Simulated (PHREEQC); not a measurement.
Make-up at 67 °C: 0.22 mol/kgw NiSO4 and 0.0061 mol/kgw CO2. Closed to the air; pH follows from the charge balance.

Model: ion-association model, wateq4f.dat, run in PHREEQC.

* **pH**: 4.33
* **ionic strength**: 0.393 mol/kgw
* **activity of water**: 0.994

| species | molality | activity | log γ |
|---|---|---|---|
| NiSO4 | 0.121 | 0.133 | 0.039 |
| Ni+2 | 0.0981 | 0.0250 | -0.593 |
| SO4-2 | 0.0976 | 0.0198 | -0.693 |
| CO2 | 0.00567 | 0.00620 | 0.039 |
| Ni(SO4)2-2 | 0.000403 | 0.000103 | -0.593 |
| HSO4- | 0.000388 | 0.000258 | -0.178 |
| NiHCO3+ | 0.000319 | 0.000227 | -0.148 |
| HCO3- | 9.53e-5 | 6.55e-5 | -0.163 |
| H+ | 6.20e-5 | 4.70e-5 | -0.120 |
| NiCO3 | 1.75e-5 | 1.91e-5 | 0.039 |
| NiOH+ | 1.37e-6 | 9.73e-7 | -0.148 |
| OH- | 4.46e-9 | 2.82e-9 | -0.200 |

Precipitation was switched off in this run. Constants without temperature data keep their 25 °C values here.
